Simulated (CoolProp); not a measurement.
Vapour-liquid equilibrium of acetone (1) + water (2) at 1.12 bar; x and y are mole fractions of (1).

Values from CoolProp's multi-fluid Helmholtz-energy mixture model, Lemmon 2006 and Wagner 2002; pair parameters Bell 2016.

| x | bubble temperature (K) | y at the bubble point | dew temperature at overall composition x (K) | liquid density (mol/L) |
|---|---|---|---|---|
| 0.05 | 358.1 | 0.503 | 374.6 | 48.02 |
| 0.125 | 344.8 | 0.725 | 372.4 | 41.54 |
| 0.2 | 339.8 | 0.786 | … | 36.22 |
| 0.275 | 338.1 | 0.805 | 367.4 | 31.85 |
| 0.35 | 337.5 | 0.812 | 364.7 | 28.24 |
| 0.425 | 337.3 | 0.815 | 361.6 | 25.23 |
| 0.5 | 337.0 | … | 358.2 | … |
| 0.575 | 336.5 | 0.828 | 354.4 | 20.55 |
| 0.65 | 335.9 | 0.841 | 350.0 | 18.71 |
| 0.725 | 335.1 | 0.861 | 344.8 | 17.13 |
| 0.8 | 334.3 | 0.888 | 338.6 | 15.75 |
| 0.875 | 333.5 | 0.923 | 334.7 | 14.54 |
| 0.95 | … | 0.967 | 333.0 | 13.48 |

### Question
Fill in the missing entries.

### Answer

- 0.2, dew temperature at overall composition x (K): 370.0
- 0.5, y at the bubble point: 0.820
- 0.5, liquid density (mol/L): 22.70
- 0.95, bubble temperature (K): 332.7

No azeotrope shows between x = 0.05 and 0.95.

Pair parameters are fitted to limited data, so mixtures are less certain than the pure fluids. With so large a gap from Raoult's law the liquid may split in two, which this calculation doesn't test in full.
